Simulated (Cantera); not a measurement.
**Equilibrium for aluminium nitride and oxide growth: Al + H2O + N2**

A closed system holds: 1 mol Al, 0.45 mol H2O, 6.6 mol N2, held at 2223.15 K.

Method: chemical equilibrium by Gibbs-energy minimisation in Cantera with the NASA 1993 tables (ideal gas, pure condensed phases). Candidate condensed phases: Al, AlN, Al2O3, H2O; 35 gas species. Mutual solubility and eutectic melting of coexisting phases are not modelled. The tables' values for AlOH are old estimates; treat these amounts as uncertain. Condensed phases not in the tables: aluminium oxynitride. The numbers say what is thermodynamically allowed, not how fast it happens.

```json
[
 {"P (Pa)": "10", "x N2": "0.820", "x H": "0.0801", "x Al": "0.0681", "x H2": "0.0156", "x Al2O": "0.0138", "n Al2O3(s)": "0.105", "n AlN(s)": "0"},
 {"P (Pa)": "46", "x N2": "0.835", "x H": "0.0523", "x Al": "0.0615", "x H2": "0.0306", "x Al2O": "0.0201", "n Al2O3(s)": "0.0943", "n AlN(s)": "0"},
 {"P (Pa)": "220", "x N2": "0.847", "x H": "0.0285", "x Al": "0.0528", "x H2": "0.0434", "x Al2O": "0.0276", "n Al2O3(s)": "0.0770", "n AlN(s)": "0"},
 {"P (Pa)": "1000", "x N2": "0.855", "x H": "0.0145", "x Al": "0.0434", "x H2": "0.0509", "x Al2O": "0.0353", "n Al2O3(s)": "0.0586", "n AlN(s)": "0"},
 {"P (Pa)": "4600", "x N2": "0.861", "x H": "0.00701", "x Al": "0.0341", "x H2": "0.0550", "x Al2O": "0.0426", "n Al2O3(s)": "0.0408", "n AlN(s)": "0"},
 {"P (Pa)": "22000", "x N2": "0.911", "x H": "0.00343", "x Al": "0.00930", "x H2": "0.0628", "x Al2O": "0.0127", "n Al2O3(s)": "0.120", "n AlN(s)": "0.516"},
 {"P (Pa)": "100000", "x N2": "0.930", "x H": "0.00165", "x Al": "0.000950", "x H2": "0.0660", "x Al2O": "0.00100", "n Al2O3(s)": "0.148", "n AlN(s)": "0.684"}
]
```
x: gas mole fraction; n: condensed amount in mol.

From 10.0 Pa to 46.0 mbar the condensed part is Al2O3(s). From 0.220 bar to 1.00 bar the condensed part is AlN(s) + Al2O3(s). The main Al-bearing gas is Al at 10.0 Pa and Al2O at 1.00 bar. The share of Al in condensed phases is highest at 1.00 bar (98.0 %) and lowest at 46.0 mbar (8.2 %).
